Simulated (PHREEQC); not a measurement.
1 kg of water holding 0.0035 mol/kgw SrCl2, 0.063 mol/kgw CaCl2 and 0.021 mol/kgw KCl is evaporated at 25 °C; the solids stay in contact with the brine. CO2 from the air is kept out. The run lets Portlandite, Sylvite precipitate or redissolve, and no other solid.

The series has 23 steps of water left (kg), from 1 to 0.01337.

All values are PHREEQC results (Pitzer model, pitzer.dat), not measurements.

Problem. Which solids form, in which order, and at which step of the series does each first stand?

Solution. Sylvite from water left = 0.01627 kg.

Complexes and solids missing from the database can't appear.
